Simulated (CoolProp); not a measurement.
Vapour-liquid equilibrium of ethylbenzene (1) + n-nonane (2) at 362.9 K; x and y are mole fractions of (1).

Values from CoolProp's multi-fluid Helmholtz-energy mixture model, Zhou 2012 and Lemmon 2006; pair parameters Bell 2016.

```json
[
 {"x": "0.05", "bubble pressure, mixture model (MPa)": "0.01510", "bubble pressure, Raoult's law (MPa)": "0.01483", "y, mixture model": "(withheld)", "y, Raoult's law": "0.081"},
 {"x": "0.15", "bubble pressure, mixture model (MPa)": "0.01654", "bubble pressure, Raoult's law (MPa)": "0.01580", "y, mixture model": "0.259", "y, Raoult's law": "0.228"},
 {"x": "0.25", "bubble pressure, mixture model (MPa)": "0.01787", "bubble pressure, Raoult's law (MPa)": "0.01677", "y, mixture model": "0.391", "y, Raoult's law": "0.358"},
 {"x": "0.35", "bubble pressure, mixture model (MPa)": "0.01908", "bubble pressure, Raoult's law (MPa)": "0.01774", "y, mixture model": "(withheld)", "y, Raoult's law": "0.474"},
 {"x": "0.45", "bubble pressure, mixture model (MPa)": "(withheld)", "bubble pressure, Raoult's law (MPa)": "0.01871", "y, mixture model": "0.590", "y, Raoult's law": "0.578"},
 {"x": "0.55", "bubble pressure, mixture model (MPa)": "0.02111", "bubble pressure, Raoult's law (MPa)": "0.01968", "y, mixture model": "0.671", "y, Raoult's law": "0.672"},
 {"x": "0.65", "bubble pressure, mixture model (MPa)": "0.02194", "bubble pressure, Raoult's law (MPa)": "0.02065", "y, mixture model": "0.744", "y, Raoult's law": "0.757"},
 {"x": "0.75", "bubble pressure, mixture model (MPa)": "0.02268", "bubble pressure, Raoult's law (MPa)": "0.02162", "y, mixture model": "0.814", "y, Raoult's law": "0.834"},
 {"x": "0.85", "bubble pressure, mixture model (MPa)": "0.02331", "bubble pressure, Raoult's law (MPa)": "0.02259", "y, mixture model": "0.885", "y, Raoult's law": "0.905"},
 {"x": "0.95", "bubble pressure, mixture model (MPa)": "0.02383", "bubble pressure, Raoult's law (MPa)": "0.02356", "y, mixture model": "0.960", "y, Raoult's law": "0.970"}
]
```

**Question.** What belongs in the gaps?

**Answer.** 
- 0.05, y, mixture model: 0.096
- 0.35, y, mixture model: 0.499
- 0.45, bubble pressure, mixture model (MPa): 0.02015

The largest gap from Raoult's law is +7.7 % in bubble pressure, at x = 0.45. No azeotrope shows between x = 0.05 and 0.95.

Pair parameters are fitted to limited data, so mixtures are less certain than the pure fluids.
